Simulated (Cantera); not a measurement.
An adiabatic, constant-pressure homogeneous reactor starts with CH3OH : O2 : N2 = 1 : 1.15 : 4.34 (molar parts), at 1273 K and 600000 Pa. Integrator tolerance rtol = 1e-08.

Model: GRI-Mech 3.0 (53 species, 325 reactions), integrated in Cantera. GRI-Mech 3.0 was tuned for natural gas; its chemistry of methanol as a main component is partial and can be far from experiment.

What does this change do: initial temperature 1273 to 1175 K?


```
quantity                                                              before                                      after
---------------------------------  -----------------------------------------  -----------------------------------------
time of steepest temperature rise                                   0.651 ms                                    3.13 ms
temperature at 2.00 s                                                 2730 K                                     2675 K
equilibrium temperature                                               2730 K                                     2675 K
x(CH3OH) at 2.00 s                     <1e-12 (gas-phase equilibrium <1e-12)      <1e-12 (gas-phase equilibrium <1e-12)
x(O2) at 2.00 s                      0.00196 (gas-phase equilibrium 0.00196)    0.00133 (gas-phase equilibrium 0.00133)
x(NO) at 2.00 s                      0.00278 (gas-phase equilibrium 0.00278)    0.00211 (gas-phase equilibrium 0.00211)
x(H2) at 2.00 s                        0.0349 (gas-phase equilibrium 0.0349)      0.0342 (gas-phase equilibrium 0.0342)
x(H2O2) at 2.00 s                    2.74e-7 (gas-phase equilibrium 2.74e-7)    2.07e-7 (gas-phase equilibrium 2.07e-7)
x(HO2) at 2.00 s                     1.75e-6 (gas-phase equilibrium 1.75e-6)    1.17e-6 (gas-phase equilibrium 1.17e-6)
x(CH3) at 2.00 s                   1.41e-12 (gas-phase equilibrium 1.66e-12)  1.29e-12 (gas-phase equilibrium 1.52e-12)
```

What does this change do: initial temperature 1273 to 1550 K?


```csv
quantity,before,after
time of steepest temperature rise,0.651 ms,27.5 µs
temperature at 2.00 s,2730 K,2866 K
equilibrium temperature,2730 K,2866 K
x(CH3OH) at 2.00 s,<1e-12 (gas-phase equilibrium <1e-12),<1e-12 (gas-phase equilibrium <1e-12)
x(O2) at 2.00 s,0.00196 (gas-phase equilibrium 0.00196),0.00434 (gas-phase equilibrium 0.00434)
x(NO) at 2.00 s,0.00278 (gas-phase equilibrium 0.00278),0.00497 (gas-phase equilibrium 0.00497)
x(H2) at 2.00 s,0.0349 (gas-phase equilibrium 0.0349),0.0380 (gas-phase equilibrium 0.0380)
x(H2O2) at 2.00 s,2.74e-7 (gas-phase equilibrium 2.74e-7),4.93e-7 (gas-phase equilibrium 4.93e-7)
x(HO2) at 2.00 s,1.75e-6 (gas-phase equilibrium 1.75e-6),4.13e-6 (gas-phase equilibrium 4.13e-6)
x(CH3) at 2.00 s,1.41e-12 (gas-phase equilibrium 1.66e-12),1.95e-12 (gas-phase equilibrium 2.35e-12)
```

What does this change do: initial temperature 1273 to 975 K?


```json
[
 {"quantity": "time of steepest temperature rise", "before": "0.651 ms", "after": "0.218 s"},
 {"quantity": "temperature at 2.00 s", "before": "2730 K", "after": "2553 K"},
 {"quantity": "equilibrium temperature", "before": "2730 K", "after": "2553 K"},
 {"quantity": "x(CH3OH) at 2.00 s", "before": "<1e-12 (gas-phase equilibrium <1e-12)", "after": "<1e-12 (gas-phase equilibrium <1e-12)"},
 {"quantity": "x(O2) at 2.00 s", "before": "0.00196 (gas-phase equilibrium 0.00196)", "after": "0.000485 (gas-phase equilibrium 0.000485)"},
 {"quantity": "x(NO) at 2.00 s", "before": "0.00278 (gas-phase equilibrium 0.00278)", "after": "0.00105 (gas-phase equilibrium 0.00105)"},
 {"quantity": "x(H2) at 2.00 s", "before": "0.0349 (gas-phase equilibrium 0.0349)", "after": "0.0334 (gas-phase equilibrium 0.0334)"},
 {"quantity": "x(H2O2) at 2.00 s", "before": "2.74e-7 (gas-phase equilibrium 2.74e-7)", "after": "9.98e-8 (gas-phase equilibrium 9.98e-8)"},
 {"quantity": "x(HO2) at 2.00 s", "before": "1.75e-6 (gas-phase equilibrium 1.75e-6)", "after": "4.13e-7 (gas-phase equilibrium 4.13e-7)"},
 {"quantity": "x(CH3) at 2.00 s", "before": "1.41e-12 (gas-phase equilibrium 1.66e-12)", "after": "1.16e-12 (gas-phase equilibrium 1.34e-12)"}
]
```
Below about 1000 K GRI-Mech 3.0 lacks low-temperature oxidation paths.
